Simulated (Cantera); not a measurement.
A closed system holds: 1 mol Si, 0.068 mol N₂O, 34 mol H₂, held at 1250 K and 1.00 Torr.

These are equilibrium values from Cantera (NASA tables, ideal gas, pure condensed phases), not measurements of a reactor. Candidate condensed phases: H₂O, Si, SiO₂, Si₂N₂O, Si₃N₄; 35 gas species. Mutual solubility and eutectic melting of coexisting phases are not modelled. Kinetics and transport are ignored.

Base state: H₂ 1.000, H 1.32e-5 (mole fractions); condensed: Si(s) + Si₂N₂O(s).

What changes in the equilibrium state with this change: temperature from 1250 K to 1523.15 K?


```json
[
 {"species": "H₂", "before": "1.000", "after": "0.995"},
 {"species": "SiO", "before": "6.37e-6", "after": "0.00199"},
 {"species": "N₂", "before": "6.37e-6", "after": "0.00199"},
 {"species": "Si", "before": "6.23e-9", "after": "1.36e-5"},
 {"species": "H", "before": "1.32e-5", "after": "0.000633"},
 {"species": "Si(s), mol", "before": "0.864", "after": "0.931"},
 {"species": "Si₂N₂O(s), mol", "before": "0.0678", "after": "0"}
]
```

What changes in the equilibrium state with this change: Si replaced by SiC?


| species | before | after |
|---|---|---|
| H₂ | 1.000 | 0.997 |
| N₂ | 6.37e-6 | 0.00133 |
| CO | 0 | 0.00133 |
| H | 1.32e-5 | 1.32e-5 |
| Si(s), mol | 0.864 | 0 |
| Si₂N₂O(s), mol | 0.0678 | 0.0226 |
| SiC(s), mol | 0 | 0.955 |
Further candidate phases: C, C₆H₆, C₇H₈, C₈H₁₈, SiC.
